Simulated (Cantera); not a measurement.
A perfectly stirred reactor is fed with H2 : O2 = 0.034 : 1 (molar parts), at 10.00 Torr; it is held at 1373 K, and followed from long to short residence time.

Computed with Cantera and the H2/O2 subset of GRI-Mech 3.0, which has no nitrogen chemistry. Radical loss at walls, strong at low pressure, is not modelled.

Question: What does this change do: temperature 1373 to 1125 K?

Answer: 
```tsv
quantity	before	after
x(H2) at τ = 7.90 s	3.01e-5	4.66e-5
x(O2) at τ = 7.90 s	0.965	0.966
x(O) at τ = 7.90 s	0.00136	0.000616
x(H2O2) at τ = 7.90 s	1.33e-8	4.08e-8
x(HO2) at τ = 7.90 s	3.11e-7	6.99e-7
x(H2) at τ = 0.240 s	0.000227	0.000352
x(O2) at τ = 0.240 s	0.955	0.961
x(O) at τ = 0.240 s	0.0105	0.00520
x(H2O2) at τ = 0.240 s	3.15e-8	7.10e-8
x(HO2) at τ = 0.240 s	9.96e-7	2.18e-6
```

Question: What does this change do: temperature 1373 to 1173 K?

Answer: 
```csv
quantity,before,after
x(H2) at τ = 7.90 s,3.01e-5,3.83e-5
x(O2) at τ = 7.90 s,0.965,0.966
x(O) at τ = 7.90 s,0.00136,0.000736
x(H2O2) at τ = 7.90 s,1.33e-8,3.47e-8
x(HO2) at τ = 7.90 s,3.11e-7,5.90e-7
x(H2) at τ = 0.240 s,0.000227,0.000295
x(O2) at τ = 0.240 s,0.955,0.960
x(O) at τ = 0.240 s,0.0105,0.00621
x(H2O2) at τ = 0.240 s,3.15e-8,6.33e-8
x(HO2) at τ = 0.240 s,9.96e-7,1.85e-6
```
